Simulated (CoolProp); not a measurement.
20 sccm (0 °C, 1 atm) of nitrogen bubbles through liquid toluene at 313.6 K and leaves saturated at a total pressure of 0.124 MPa (ideal gas phase). Each further row changes one setting.

Values from CoolProp's reference Helmholtz-energy equation of state, Lemmon 2006. It is a short technical equation, of lower accuracy than the large ones.

| case | vapour pressure (kPa) | mole fraction of vapour | delivery (mg/min) | delivery (sccm) | change of delivery for a bath 1 K warmer (%) |
|---|---|---|---|---|---|
| as stated | 8.06 | [?] | [?] | 1.39 | 5.0 |
| bath temperature 318.6 K | [?] | 0.0814 | 7.28 | [?] | 4.9 |
| total pressure 0.248 MPa | 8.06 | [?] | 2.76 | [?] | [?] |

Question: Some entries are withheld; supply them.

Answer: 
- as stated, mole fraction of vapour: 0.0650
- as stated, delivery (mg/min): 5.71
- bath temperature 318.6 K, vapour pressure (kPa): 10.1
- bath temperature 318.6 K, delivery (sccm): 1.77
- total pressure 0.248 MPa, mole fraction of vapour: 0.0325
- total pressure 0.248 MPa, delivery (sccm): 0.672
- total pressure 0.248 MPa, change of delivery for a bath 1 K warmer (%): 4.8
